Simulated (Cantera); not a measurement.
**Ammonia decomposition in nitride growth gas**

An isothermal, constant-pressure homogeneous reactor starts with NH3 : H2 = 1 : 17 (molar parts), at 2298 K and 2600 Pa.

Model: the gas-phase N/H chemistry of the illustrative SiF4/NH3 mechanism in the Surface Chemkin manual (1991), integrated in Cantera. Walls and surfaces, which speed up NH3 decomposition in real reactors, are not modelled.

| t (s) | x NH3 | x H2 | x NH2 | x N2 | x N2H4 | x NH | x N |
|---|---|---|---|---|---|---|---|
| 0.000300 | 0.0555 | 0.944 | 2.96e-5 | 3.78e-9 | 1.30e-12 | 1.04e-7 | 7.68e-10 |
| 0.000817 | 0.0555 | 0.944 | 7.95e-5 | 1.65e-7 | 9.41e-12 | 7.74e-7 | 1.59e-8 |
| 0.00223 | 0.0553 | 0.943 | 0.000213 | 6.90e-6 | 6.72e-11 | 5.58e-6 | 3.11e-7 |
| 0.00606 | 0.0544 | 0.942 | 0.000496 | 0.000262 | 3.66e-10 | 3.07e-5 | 4.04e-6 |
| 0.0165 | 0.0486 | 0.944 | 0.000597 | 0.00292 | 5.30e-10 | 4.95e-5 | 8.76e-6 |
| 0.0450 | 0.0342 | 0.951 | 0.000477 | 0.00982 | 3.37e-10 | 4.51e-5 | 9.10e-6 |
| 0.122 | 0.0119 | 0.961 | 0.000244 | 0.0204 | 8.87e-11 | 3.44e-5 | 1.03e-5 |
| 0.334 | 0.000195 | 0.952 | 1.40e-5 | 0.0259 | <1e-12 | 6.92e-6 | 7.27e-6 |
| 0.909 | 1.53e-6 | 0.923 | 2.70e-7 | 0.0256 | <1e-12 | 3.30e-7 | 8.52e-7 |
| 2.47 | 2.14e-7 | 0.917 | 4.23e-8 | 0.0256 | <1e-12 | 5.80e-8 | 1.68e-7 |
| 6.74 | 7.43e-8 | 0.917 | 1.47e-8 | 0.0256 | <1e-12 | 2.02e-8 | 5.86e-8 |
| 18.4 | 4.90e-8 | 0.917 | 9.69e-9 | 0.0256 | <1e-12 | 1.33e-8 | 3.86e-8 |
| 50.0 | 4.79e-8 | 0.917 | 9.47e-9 | 0.0256 | <1e-12 | 1.30e-8 | 3.77e-8 |
x: mole fraction; the columns are a selection and need not sum to one.

Equilibrium at this temperature and pressure: NH3 4.79e-8, H2 0.917, NH2 9.47e-9, N2 0.0256, N2H4 <1e-12, NH 1.30e-8, N 3.77e-8 (gas phase only).
